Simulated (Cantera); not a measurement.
# Dilute partial oxidation

An isothermal, constant-pressure homogeneous reactor starts with CH3OH : O2 : N2 = 0.0095 : 0.005 : 1 (molar parts), equivalence ratio 2.8, at 1500 K and 1.00 atm.

Cantera simulation using GRI-Mech 3.0 (53 species, 325 reactions); the numbers are that mechanism's predictions, not measurements. GRI-Mech 3.0 was tuned for natural gas; its chemistry of methanol as a main component is partial and can be far from experiment.

| t (s) | x CH3OH | x O2 | x NO2 | x CH2O | x HO2 |
|---|---|---|---|---|---|
| 0.000300 | 0.00710 | 0.00450 | 2.58e-10 | 0.00179 | 0.000126 |
| 0.00119 | <1e-12 | 3.36e-5 | <1e-12 | 1.70e-10 | 9.44e-9 |
| 0.00475 | <1e-12 | 1.36e-6 | <1e-12 | 8.16e-11 | 4.17e-10 |
| 0.0189 | <1e-12 | 8.82e-8 | <1e-12 | 4.96e-11 | 2.84e-11 |
| 0.0754 | <1e-12 | 5.51e-9 | <1e-12 | 3.86e-11 | 1.73e-12 |
| 0.300 | <1e-12 | 3.41e-10 | <1e-12 | 3.56e-11 | <1e-12 |
| 1.19 | <1e-12 | 2.27e-11 | <1e-12 | 3.49e-11 | <1e-12 |
| 4.75 | <1e-12 | 2.83e-12 | <1e-12 | 3.47e-11 | <1e-12 |
| 18.9 | <1e-12 | 1.85e-12 | <1e-12 | 3.46e-11 | <1e-12 |
| 75.4 | <1e-12 | 1.84e-12 | <1e-12 | 3.46e-11 | <1e-12 |
| 300 | <1e-12 | 1.84e-12 | <1e-12 | 3.46e-11 | <1e-12 |
x: mole fraction; the columns are a selection and need not sum to one.

Equilibrium at this temperature and pressure: CH3OH <1e-12, O2 1.84e-12, NO2 <1e-12, CH2O 3.46e-11, HO2 <1e-12 (gas phase only).
